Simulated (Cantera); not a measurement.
Input: 1 mol SiH2Cl2, 0.27 mol HCl, 14 mol H2, at 100 Torr.

Points: T (K) = 875, 925, 975, 1025, 1075, 1125, 1175, 1225, 1275, 1325, 1375, 1425, 1475, 1525.

Cantera's Mixture.equilibrate('TP', solver="vcs", rtol=1e-11, max_steps=5000) on the NASA tables stopped like this:

```
ERROR: FAILURE its = 5001!

*******************************************************************************
CanteraError thrown by MultiPhase::equilibrate:
VCS solver failed. Return code: -1
*******************************************************************************
```

Question: What got this run through?

Answer: Several could match; the one computed here: The failure is numerical, not chemical. The same input converged with solver="gibbs", rtol=1e-10, max_steps=50000, and the result passed a check of the equilibrium conditions:
```
log10 of partial pressures in bar; condensed amounts in mol
       T/K        H2       HCL     SiCL4     SiCL2    SiHCL3    Si(cr)
       875    -0.894    -3.261    -2.474    -5.522    -2.767    0.3931
       925    -0.895    -3.035    -2.483    -5.015    -2.783    0.4049
       975    -0.896    -2.834    -2.498    -4.565    -2.803    0.4211
      1025    -0.898    -2.657    -2.523    -4.165    -2.829    0.4419
      1075    -0.901    -2.501    -2.561    -3.811    -2.866    0.4667
      1125    -0.904    -2.366    -2.617    -3.501    -2.916    0.4937
      1175    -0.908    -2.250    -2.700    -3.233    -2.985      0.52
      1225    -0.912    -2.154    -2.818    -3.010    -3.081    0.5421
      1275    -0.916    -2.080    -2.980    -2.831    -3.209    0.5573
      1325    -0.920    -2.027    -3.192    -2.697    -3.375    0.5649
      1375    -0.922    -1.993    -3.449    -2.605    -3.573    0.5664
      1425    -0.924    -1.974    -3.739    -2.544    -3.795    0.5642
      1475    -0.925    -1.964    -4.042    -2.505    -4.027    0.5602
      1525    -0.926    -1.960    -4.346    -2.480    -4.258    0.5553
```

The gas is ideal and each condensed phase is pure. The tables' values for SiCl3 are old estimates; treat these amounts as uncertain.
